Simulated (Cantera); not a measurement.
An adiabatic, constant-pressure homogeneous reactor starts with 19.9 % CO, 18.5 % H₂, 2.19 % CH₄, 12.4 % O₂, 46.9 % N₂, at 1298 K and 0.750 bar.

Detailed kinetics in Cantera: GRI-Mech 3.0 (53 species, 325 reactions).

One state of this run: T (K) = 2358; x CO = 0.170; x H₂ = 0.0681; x CH₄ = <1e-12; x NO = 6.77e-5; x O₂ = 0.00598. x: mole fraction; the columns are a selection and need not sum to one.

**Question.** Which value of t (s) does it belong to?
(A) 0.000209
(B) 0.00135
(C) 8.22e-5
(D) 3.23e-5

**Answer.** A, 0.000209
